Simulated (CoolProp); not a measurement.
Vapour-liquid equilibrium of ethanol (1) + ethylbenzene (2) at 85.55 °C; x and y are mole fractions of (1).

Model: multi-fluid Helmholtz-energy mixture model, Schroeder 2014 and Zhou 2012; pair parameters Bell 2016, in CoolProp.

| x | bubble pressure, mixture model (MPa) | bubble pressure, Raoult's law (MPa) | y, mixture model | y, Raoult's law |
|---|---|---|---|---|
| 0.05 | [?] | 0.02629 | 0.595 | 0.254 |
| 0.125 | 0.07811 | 0.03474 | [?] | 0.480 |
| 0.2 | 0.09516 | 0.04319 | 0.806 | 0.618 |
| 0.275 | [?] | 0.05165 | 0.831 | 0.710 |
| 0.35 | 0.1109 | 0.06010 | 0.844 | 0.777 |
| 0.425 | [?] | 0.06856 | [?] | 0.827 |
| 0.5 | 0.1168 | 0.07701 | 0.858 | 0.866 |
| 0.575 | 0.1189 | 0.08546 | 0.864 | 0.897 |
| 0.65 | 0.1210 | 0.09392 | 0.872 | 0.923 |
| 0.725 | 0.1234 | 0.1024 | 0.883 | 0.945 |
| 0.8 | [?] | 0.1108 | 0.899 | 0.963 |
| 0.875 | 0.1292 | 0.1193 | 0.925 | 0.978 |
| 0.95 | 0.1320 | 0.1277 | 0.963 | 0.992 |

Complete the blanks.


- 0.05, bubble pressure, mixture model (MPa): 0.04948
- 0.125, y, mixture model: 0.755
- 0.275, bubble pressure, mixture model (MPa): 0.1051
- 0.425, bubble pressure, mixture model (MPa): 0.1144
- 0.425, y, mixture model: 0.852
- 0.8, bubble pressure, mixture model (MPa): 0.1262

The largest gap from Raoult's law is +124.8 % in bubble pressure, at x = 0.125. No azeotrope shows between x = 0.05 and 0.95.

The pair parameters rest on a limited set of measurements; away from them the model extrapolates. With so large a gap from Raoult's law the liquid may split in two, which this calculation doesn't test in full.
